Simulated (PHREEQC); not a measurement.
Solution (20 °C): 5.2 mmol/kgw ZnCl2 and 1.7 mmol/kgw KCl. Closed to the air; pH follows from the charge balance.

The numbers come from PHREEQC with the ion-association model, phreeqc.dat.

```csv
quantity,before,after
pH,5.74,4.89
ionic strength (mol/kgw),0.0171,0.0157
```

### Question
What was changed between the two runs?
(A) KCl left out
(B) KCl from 0.0017 to 0.00255 mol/kgw
(C) temperature from 20 to 30 °C
(D) temperature from 20 to 90 °C
(E) ZnCl2 left out

### Answer
D, temperature from 20 to 90 °C

This is a speciation only: nothing precipitates in the calculation. At this temperature some constants are extrapolated from 25 °C, and those without enthalpy data are left unchanged.
